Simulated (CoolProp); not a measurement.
Properties of CHF3 (R23) along the isotherm 475 K.

Computed with CoolProp (reference Helmholtz-energy equation of state, Penoncello 2003).

```
p (MPa)          phase       Z  cp (kJ/(kg K))  Joule-Thomson coefficient (K/MPa)  conductivity (mW/(m K))
-------  -------------  ------  --------------  ---------------------------------  -----------------------
0.0382             gas  0.9995          0.9626                              3.520                     23.0
0.0679             gas  0.9991          0.9631                              3.519                     23.0
0.121              gas  0.9985          0.9639                              3.517                     23.1
0.215              gas  0.9973          0.9653                              3.513                     23.2
0.382              gas  0.9952          0.9679                              3.507                     23.4
0.679              gas  0.9915          0.9726                              3.494                     23.7
1.21               gas  0.9849          0.9811                              3.471                     24.2
2.15               gas  0.9734          0.9966                              3.424                     25.2
3.82               gas  0.9539           1.026                              3.323                     26.9
6.79     supercritical  0.9225           1.081                              3.095                     30.2
12.1     supercritical  0.8808           1.180                              2.561                     36.5
```

Thermal conductivity comes from a separate model (Shan 2000).
